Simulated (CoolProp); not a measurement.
Vapour-liquid equilibrium of propylene (1) + R114 (2) at 0.787 MPa; x and y are mole fractions of (1).

The numbers come from the multi-fluid Helmholtz-energy mixture model, Lemmon 2013 and Platzer 1990; pair parameters Bell 2016 in CoolProp. This equation is an older, rougher fit; its heat capacities, sound speeds and derivatives of the liquid may be far off and weren't checked against measurements.

```csv
x,"bubble temperature, mixture model (°C)","bubble temperature, Raoult's law (°C)","y, mixture model","y, Raoult's law"
0.05,65.8,66.3,0.165,0.182
0.15,53.6,55.6,0.422,0.440
0.25,43.5,46.8,0.593,0.609
0.35,35.6,39.5,0.706,0.725
0.45,29.6,33.2,0.782,0.806
0.55,24.8,27.9,0.836,0.866
0.65,20.9,23.1,0.878,0.910
0.75,17.6,19.0,0.914,0.944
0.85,14.6,15.3,0.948,0.970
0.95,11.8,11.9,0.982,0.991
```

The largest gap from Raoult's law is -3.9 K in bubble temperature, at x = 0.35. No azeotrope shows between x = 0.05 and 0.95.

The pair parameters rest on a limited set of measurements; away from them the model extrapolates.
